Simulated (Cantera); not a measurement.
**Equilibrium for metals in furnace atmospheres: Pb + H2O + N2**

Feed: 1 mol Pb, 0.18 mol H2O, 1.1 mol N2, equilibrated at 1 atm.

Cantera equilibrium calculation (NASA polynomials, part measured and part estimated; ideal gas, pure solids and liquids). Candidate condensed phases: H2O, Pb, PbO, PbO2, Pb3O4; 27 gas species. Mutual solubility and eutectic melting of coexisting phases are not modelled. Gases not in the tables: (PbO)n polymers. Rates play no part.

From 675 °C to 825 °C the condensed part is Pb(l) + PbO(yellow). From 875 °C to 1225 °C the condensed part is Pb(l).

| T (°C) | x N2 | x H2O | x Pb | x H2 | x PbO | x Pb2 | x OH | x NO | n Pb(l) | n PbO(yellow) |
|---|---|---|---|---|---|---|---|---|---|---|
| 675 | 0.859 | 0.141 | 4.73e-6 | 1.70e-5 | 4.83e-8 | 6.54e-12 | 2.57e-11 | 5.45e-12 | 1.000 | 2.17e-5 |
| 725 | 0.859 | 0.141 | 1.53e-5 | 2.06e-5 | 2.81e-7 | 4.67e-11 | 1.44e-10 | 3.90e-11 | 1.000 | 2.60e-5 |
| 775 | 0.859 | 0.141 | 4.41e-5 | 2.45e-5 | 1.38e-6 | 2.75e-10 | 6.87e-10 | 2.31e-10 | 1.000 | 2.96e-5 |
| 825 | 0.859 | 0.141 | 0.000115 | 2.88e-5 | 5.79e-6 | 1.37e-9 | 2.83e-9 | 1.16e-9 | 1.000 | 2.95e-5 |
| 875 | 0.859 | 0.141 | 0.000277 | 3.36e-5 | 2.14e-5 | 5.91e-9 | 1.03e-8 | 5.02e-9 | 1.000 | 0 |
| 925 | 0.859 | 0.140 | 0.000616 | 5.23e-5 | 5.23e-5 | 2.25e-8 | 2.90e-8 | 1.43e-8 | 0.999 | 0 |
| 975 | 0.858 | 0.140 | 0.00128 | 9.67e-5 | 9.66e-5 | 7.65e-8 | 6.76e-8 | 3.03e-8 | 0.998 | 0 |
| 1025 | 0.857 | 0.140 | 0.00252 | 0.000170 | 0.000170 | 2.36e-7 | 1.48e-7 | 6.09e-8 | 0.997 | 0 |
| 1075 | 0.855 | 0.140 | 0.00471 | 0.000287 | 0.000287 | 6.68e-7 | 3.05e-7 | 1.16e-7 | 0.994 | 0 |
| 1125 | 0.852 | 0.139 | 0.00841 | 0.000466 | 0.000465 | 1.75e-6 | 5.97e-7 | 2.11e-7 | 0.989 | 0 |
| 1175 | 0.846 | 0.138 | 0.0144 | 0.000729 | 0.000729 | 4.28e-6 | 1.11e-6 | 3.67e-7 | 0.980 | 0 |
| 1225 | 0.838 | 0.136 | 0.0238 | 0.00111 | 0.00110 | 9.84e-6 | 1.98e-6 | 6.14e-7 | 0.967 | 0 |
x: gas mole fraction; n: condensed amount in mol.
